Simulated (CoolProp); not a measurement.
The numbers come from the reference Helmholtz-energy equation of state, Thol 2015 in CoolProp.

**Question.** For octamethylcyclotetrasiloxane (D4), give the phase and the density (kg/m³), cp (kJ/(kg K)), cv (kJ/(kg K)), speed of sound (m/s) at 296 K and 0.108 MPa; 331.2 K and 0.0238 MPa; 454.3 K and 0.563 MPa.

**Answer.** 
- 296 K and 0.108 MPa: liquid; density 953, cp 1.67, cv 1.37, speed of sound 924
- 331.2 K and 0.0238 MPa: liquid; density 913, cp 1.73, cv 1.44, speed of sound 807
- 454.3 K and 0.563 MPa: liquid; density 760, cp 2.01, cv 1.73, speed of sound 455
